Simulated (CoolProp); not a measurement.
A simple Rankine cycle with vinyl chloride: condensing at 305.15 K, boiler at 3.14 MPa, turbine inlet 429 K, turbine efficiency 0.9, pump efficiency 0.7, no recuperator. Each further row changes one setting.

Computed with CoolProp (reference Helmholtz-energy equation of state, Thol 2022).

| case | thermal efficiency (%) | net work (kJ/kg) | heat in (kJ/kg) | turbine exit temperature (K) | volume ratio over the turbine |
|---|---|---|---|---|---|
| as stated | 16.7 | 67.4 | 404 | 326.4 | 5.83 |
| condensing temperature 297.15 K | ___ | 75.5 | 416 | 315.8 | ___ |
| boiler pressure 2.2 MPa | 14.4 | ___ | ___ | 349.6 | 4.06 |
| turbine efficiency 0.8 | ___ | 59.5 | 404 | ___ | 6.01 |

Problem. Some entries are withheld; supply them.

Solution. 
- condensing temperature 297.15 K, thermal efficiency (%): 18.1
- condensing temperature 297.15 K, volume ratio over the turbine: 7.19
- boiler pressure 2.2 MPa, net work (kJ/kg): 60.3
- boiler pressure 2.2 MPa, heat in (kJ/kg): 420
- turbine efficiency 0.8, thermal efficiency (%): 14.7
- turbine efficiency 0.8, turbine exit temperature (K): 334.4
